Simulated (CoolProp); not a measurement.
Vapour-liquid equilibrium of CH2F2 (R32) (1) + R236FA (2) at -41.75 °C; x and y are mole fractions of (1).

The numbers come from the multi-fluid Helmholtz-energy mixture model, Tillner-Roth 1997 and Pan 2012; pair parameters Bell 2016 in CoolProp.

```csv
x,bubble pressure (kPa),y at the bubble point,dew pressure at overall composition x (kPa),liquid density (mol/L)
0.05,21.07,0.403,13.80,10.62
0.2,45.61,?,16.17,11.67
0.35,69.64,0.871,19.53,12.93
0.5,92.18,0.922,24.64,?
0.65,?,0.953,33.39,16.27
0.8,134.4,?,51.69,18.59
0.95,?,0.994,111.0,21.58
```

Problem. Fill in the missing entries.

Solution. 
- 0.2, y at the bubble point: 0.763
- 0.5, liquid density (mol/L): 14.43
- 0.65, bubble pressure (kPa): 113.5
- 0.8, y at the bubble point: 0.976
- 0.95, bubble pressure (kPa): 156.1

No azeotrope shows between x = 0.05 and 0.95.

Pair parameters are fitted to limited data, so mixtures are less certain than the pure fluids.
